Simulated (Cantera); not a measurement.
A closed system holds: 1 mol Si2Cl6, 13 mol N2, at 1.00 bar.

Equilibrium computed with Cantera from the NASA thermochemical tables; the gas is ideal and each condensed phase is pure. Candidate condensed phases: Si, Si3N4; 13 gas species. The feed counts by its element totals alone. N2 is the only nitrogen source here; it is nearly inert below about 1500 K, so the nitride shown seldom forms there in practice. The tables' values for SiCl3 are old estimates; treat these amounts as uncertain. Kinetics and transport are ignored. All values below are at 1225 K.

Base state: N2 0.894, SiCl4 0.105, SiCl3 0.000665, SiCl2 3.32e-5 (mole fractions); condensed: Si3N4(s).

Problem. What changes in the equilibrium state with this change: Si2Cl6 replaced by Si2H6?

Solution. 
| species | before | after |
|---|---|---|
| N2 | 0.894 | 0.795 |
| H2 | 0 | 0.205 |
| NH3 | 0 | 1.41e-5 |
| SiCl4 | 0.105 | 0 |
| SiCl3 | 0.000665 | 0 |
| SiCl2 | 3.32e-5 | 0 |
| Si3N4(s), mol | 0.166 | 0.667 |
